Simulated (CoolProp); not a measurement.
Computed with CoolProp (reference Helmholtz-energy equation of state, Bücker 2006).

**Question.** Give the vapour pressure (MPa), liquid density (kg/m³), vapour Z, surface tension (mN/m) of saturated ethane at -98.95, -26.75, -16.45 °C.

**Answer.** 
```csv
T (°C),p (MPa),liquid density (kg/m³),vapour Z,surface tension (mN/m)
-98.95,0.0558,557,0.978,17.8
-26.75,1.17,454,0.812,6.82
-16.45,1.57,436,0.769,5.39
```

Surface tension comes from a separate correlation (Mulero 2012).
